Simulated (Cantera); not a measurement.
## Counterflow diffusion flame

A counterflow diffusion flame at 285 Torr, nozzles 20 mm apart: fuel side 100 % H2 at 400 K, oxidiser side 27.0 % O2, 73.0 % N2 at 448 K, fuel mass flux 0.3 times the oxidiser's; mixture-averaged transport, no radiation.

Computed with Cantera and the H2/O2 subset of GRI-Mech 3.0, which has no nitrogen chemistry. The maximum strain rate includes the flame's own expansion and is several times the mean.

```tsv
oxidiser flux (kg/m²/s)	max strain (1/s)	mean strain (1/s)	T max (K)	peak x OH	peak x H	peak x H2O	peak x HO2
0.23	802	189	2332	0.0311	0.0421	0.305	8.05e-5
0.31	1050	254	2275	0.0304	0.0457	0.302	9.05e-5
0.42	1390	344	2203	0.0291	0.0489	0.300	0.000101
0.57	1850	467	2140	0.0281	0.0529	0.297	0.000111
0.77	2450	631	2078	0.0269	0.0571	0.295	0.000122
1	3180	820	2022	0.0257	0.0609	0.293	0.000132
1.4	4410	1150	1941	0.0238	0.0652	0.290	0.000145
1.9	5920	1560	1871	0.0219	0.0691	0.287	0.000159
2.6	8020	2130	1799	0.0199	0.0728	0.284	0.000173
```
x: mole fraction; the columns are a selection and need not sum to one.
